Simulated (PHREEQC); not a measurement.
# Leach liquor: an equilibrium model

Make-up at 25 °C: 0.0024 mol/kgw HCl and 0.0013 mol/kgw Li2SO4. Closed to the air; pH follows from the charge balance.

Equilibrium calculation in PHREEQC: ion-association model, wateq4f.dat.

Each row changes one thing in this solution. No solid was allowed to form.

```csv
case,pH,ionic strength (mol/kgw),SO4-2 (mol/kgw),HSO4- (mol/kgw)
as made,2.69,0.00593,0.00112,0.000176
diluted 100-fold with water,[?],[?],1.30e-5,2.91e-8
Li2SO4 replaced by NaHSO4 at the same molality,2.50,[?],[?],[?]
0.0001 mol/kgw CO2 added,2.69,0.00593,0.00112,0.000176
Li2SO4 from 0.0013 to 0.0065 mol/kgw,2.79,0.0203,0.00572,0.000594
```

### Question
Fill in the missing entries.

### Answer

- diluted 100-fold with water, pH: 4.62
- diluted 100-fold with water, ionic strength (mol/kgw): 6.29e-5
- Li2SO4 replaced by NaHSO4 at the same molality, ionic strength (mol/kgw): 0.00578
- Li2SO4 replaced by NaHSO4 at the same molality, SO4-2 (mol/kgw): 0.00104
- Li2SO4 replaced by NaHSO4 at the same molality, HSO4- (mol/kgw): 0.000255
